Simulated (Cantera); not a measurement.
A closed system holds: 1 mol (CH3)2SiCl2, 0.1 mol HCl, 1.2 mol H2, held at 1.33 mbar.

Equilibrium computed with Cantera from the NASA thermochemical tables; the gas is ideal and each condensed phase is pure. Candidate condensed phases: C, C6H6, C7H8, C8H18, Si, SiC; 109 gas species. The feed counts by its element totals alone. The tables' values for SiCl, SiCl3 are old estimates; treat these amounts as uncertain. Gases not in the tables: Si2H6 and higher silanes. The numbers say what is thermodynamically allowed, not how fast it happens.

x: gas mole fraction; n: condensed amount in mol.

```json
[
 {"T (K)": "948", "x H2": "0.727", "x HCl": "0.225", "x H": "1.22e-8", "x Si": "<1e-12", "x Cl": "3.61e-9", "x SiCl4": "0.0469", "x SiCl2": "2.55e-5", "x SiC2": "<1e-12", "n C(graphite)": "1.24", "n SiC(s)": "0.758"},
 {"T (K)": "1148", "x H2": "0.619", "x HCl": "0.375", "x H": "1.54e-6", "x Si": "<1e-12", "x Cl": "8.25e-7", "x SiCl4": "0.00499", "x SiCl2": "0.000604", "x SiC2": "<1e-12", "n C(graphite)": "1.03", "n SiC(s)": "0.967"},
 {"T (K)": "1348", "x H2": "0.608", "x HCl": "0.389", "x H": "4.94e-5", "x Si": "5.31e-10", "x Cl": "2.64e-5", "x SiCl4": "0.000242", "x SiCl2": "0.00263", "x SiC2": "<1e-12", "n C(graphite)": "1.02", "n SiC(s)": "0.983"},
 {"T (K)": "1548", "x H2": "0.611", "x HCl": "0.381", "x H": "0.000659", "x Si": "2.08e-7", "x Cl": "0.000328", "x SiCl4": "2.10e-5", "x SiCl2": "0.00692", "x SiC2": "5.42e-10", "n C(graphite)": "1.04", "n SiC(s)": "0.962"},
 {"T (K)": "1748", "x H2": "0.614", "x HCl": "0.365", "x H": "[?]", "x Si": "[?]", "x Cl": "[?]", "x SiCl4": "[?]", "x SiCl2": "[?]", "x SiC2": "[?]", "n C(graphite)": "1.07", "n SiC(s)": "0.926"},
 {"T (K)": "1948", "x H2": "0.607", "x HCl": "[?]", "x H": "[?]", "x Si": "[?]", "x Cl": "[?]", "x SiCl4": "[?]", "x SiCl2": "[?]", "x SiC2": "[?]", "n C(graphite)": "1.12", "n SiC(s)": "0.877"},
 {"T (K)": "2148", "x H2": "0.557", "x HCl": "0.279", "x H": "0.0852", "x Si": "0.0151", "x Cl": "0.0313", "x SiCl4": "9.08e-8", "x SiCl2": "0.0260", "x SiC2": "0.00118", "n C(graphite)": "1.24", "n SiC(s)": "0.729"},
 {"T (K)": "2348", "x H2": "0.392", "x HCl": "0.187", "x H": "0.212", "x Si": "0.0935", "x Cl": "0.0725", "x SiCl4": "7.68e-9", "x SiCl2": "0.0132", "x SiC2": "0.0152", "n C(graphite)": "1.72", "n SiC(s)": "0"}
]
```

Complete the blanks.


- 1748, x H: 0.00490
- 1748, x Si: 2.06e-5
- 1748, x Cl: 0.00225
- 1748, x SiCl4: 2.87e-6
- 1748, x SiCl2: 0.0136
- 1748, x SiC2: 2.19e-7
- 1948, x HCl: 0.336
- 1948, x H: 0.0241
- 1948, x Si: 0.000784
- 1948, x Cl: 0.01000
- 1948, x SiCl4: 5.06e-7
- 1948, x SiCl2: 0.0213
- 1948, x SiC2: 2.53e-5
